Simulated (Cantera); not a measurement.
## Adiabatic ignition

An adiabatic, constant-volume homogeneous reactor starts with 19.5 % CH4, 16.9 % O2, 63.6 % N2, at 1350 K and 0.533 atm.

Cantera simulation using GRI-Mech 3.0 (53 species, 325 reactions); the numbers are that mechanism's predictions, not measurements.

```json
[
 {"t (s)": "2.00e-6", "T (K)": "1350", "P (bar)": "0.540", "x CH4": "0.195", "x O2": "0.169", "x C2H2": "<1e-12", "x NO": "<1e-12", "x C2H": "<1e-12"},
 {"t (s)": "4.55e-6", "T (K)": "1350", "P (bar)": "0.540", "x CH4": "0.195", "x O2": "0.169", "x C2H2": "<1e-12", "x NO": "<1e-12", "x C2H": "<1e-12"},
 {"t (s)": "1.04e-5", "T (K)": "1350", "P (bar)": "0.540", "x CH4": "0.195", "x O2": "0.169", "x C2H2": "<1e-12", "x NO": "<1e-12", "x C2H": "<1e-12"},
 {"t (s)": "2.36e-5", "T (K)": "1350", "P (bar)": "0.540", "x CH4": "0.195", "x O2": "0.169", "x C2H2": "<1e-12", "x NO": "<1e-12", "x C2H": "<1e-12"},
 {"t (s)": "5.37e-5", "T (K)": "1350", "P (bar)": "0.540", "x CH4": "0.195", "x O2": "0.169", "x C2H2": "<1e-12", "x NO": "<1e-12", "x C2H": "<1e-12"},
 {"t (s)": "0.000122", "T (K)": "1350", "P (bar)": "0.540", "x CH4": "0.195", "x O2": "0.169", "x C2H2": "<1e-12", "x NO": "<1e-12", "x C2H": "<1e-12"},
 {"t (s)": "0.000278", "T (K)": "1350", "P (bar)": "0.540", "x CH4": "0.195", "x O2": "0.169", "x C2H2": "<1e-12", "x NO": "<1e-12", "x C2H": "<1e-12"},
 {"t (s)": "0.000632", "T (K)": "1350", "P (bar)": "0.540", "x CH4": "0.195", "x O2": "0.169", "x C2H2": "6.27e-12", "x NO": "<1e-12", "x C2H": "<1e-12"},
 {"t (s)": "0.00144", "T (K)": "1350", "P (bar)": "0.540", "x CH4": "0.194", "x O2": "0.169", "x C2H2": "3.56e-10", "x NO": "<1e-12", "x C2H": "<1e-12"},
 {"t (s)": "0.00328", "T (K)": "1352", "P (bar)": "0.541", "x CH4": "0.194", "x O2": "0.169", "x C2H2": "9.44e-9", "x NO": "<1e-12", "x C2H": "<1e-12"},
 {"t (s)": "0.00746", "T (K)": "1360", "P (bar)": "0.544", "x CH4": "0.192", "x O2": "0.168", "x C2H2": "2.08e-7", "x NO": "<1e-12", "x C2H": "<1e-12"},
 {"t (s)": "0.0170", "T (K)": "2491", "P (bar)": "1.22", "x CH4": "6.95e-11", "x O2": "6.74e-6", "x C2H2": "<1e-12", "x NO": "0.000305", "x C2H": "<1e-12"},
 {"t (s)": "0.0386", "T (K)": "2493", "P (bar)": "1.22", "x CH4": "6.20e-11", "x O2": "6.88e-6", "x C2H2": "<1e-12", "x NO": "0.000111", "x C2H": "<1e-12"},
 {"t (s)": "0.0879", "T (K)": "2493", "P (bar)": "1.22", "x CH4": "6.19e-11", "x O2": "6.89e-6", "x C2H2": "<1e-12", "x NO": "0.000106", "x C2H": "<1e-12"},
 {"t (s)": "0.200", "T (K)": "2493", "P (bar)": "1.22", "x CH4": "6.19e-11", "x O2": "6.89e-6", "x C2H2": "<1e-12", "x NO": "0.000106", "x C2H": "<1e-12"}
]
```
x: mole fraction; the columns are a selection and need not sum to one.

| Quantity | Result |
|---|---|
| time of steepest temperature rise | 14.5 ms |
| temperature at 0.200 s | 2493 K |
| equilibrium temperature | 2493 K |
| x(CH4) at 0.200 s | 6.19e-11 (gas-phase equilibrium 6.95e-11) |
| x(O2) at 0.200 s | 6.89e-6 (gas-phase equilibrium 6.89e-6) |
| x(C2H2) at 0.200 s | <1e-12 (gas-phase equilibrium <1e-12) |
